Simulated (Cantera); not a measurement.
Mixture: 3.51 % CH₄, 0.123 % C₂H₆, 2.28 % C₃H₈, 15.7 % O₂, 59.0 % N₂, 19.3 % H₂O, equivalence ratio 1.2, at 4.30 bar, adiabatic and at constant pressure. Ignition delay is the time to a rise of 400 K.

Model: GRI-Mech 3.0 (53 species, 325 reactions), integrated in Cantera. GRI-Mech 3.0 was tuned for natural gas; its chemistry of propane as a main component is partial and can be far from experiment.

Problem. Predict: delay at 1098 K; delay at 1173 K; delay at 1248 K; delay at 1323 K; delay at 1398 K; delay at 1473 K; delay at 1548 K; apparent activation energy between 1398 and 1548 K.

Solution. 
```json
{
  "delay at 1098 K": "21.0 ms",
  "delay at 1173 K": "5.65 ms",
  "delay at 1248 K": "1.59 ms",
  "delay at 1323 K": "0.500 ms",
  "delay at 1398 K": "0.180 ms",
  "delay at 1473 K": "75.1 µs",
  "delay at 1548 K": "35.8 µs",
  "apparent activation energy between 1398 and 1548 K": "190 kJ/mol"
}
```
